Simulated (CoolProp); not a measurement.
Computed with CoolProp (reference Helmholtz-energy equation of state, Lemmon 2013).

Problem. For propylene, give the phase and the Joule-Thomson coefficient (K/MPa), viscosity (µPa s), Prandtl number at 176.4 K and 1.01 bar; 210.6 K and 1.01 bar; 278.9 K and 1.01 bar.

Solution. 
- 176.4 K and 1.01 bar: liquid; Joule-Thomson coefficient -0.506, viscosity 374, Prandtl number 4.70
- 210.6 K and 1.01 bar: liquid; Joule-Thomson coefficient -0.445, viscosity 233, Prandtl number 3.28
- 278.9 K and 1.01 bar: gas; Joule-Thomson coefficient 21.0, viscosity 7.98, Prandtl number 0.779

Viscosity comes from a separate model (Huber 2003), an estimate that may be off by 10 % or more. Thermal conductivity comes from a separate model (Huber 2003), an estimate that may be off by 10 % or more.
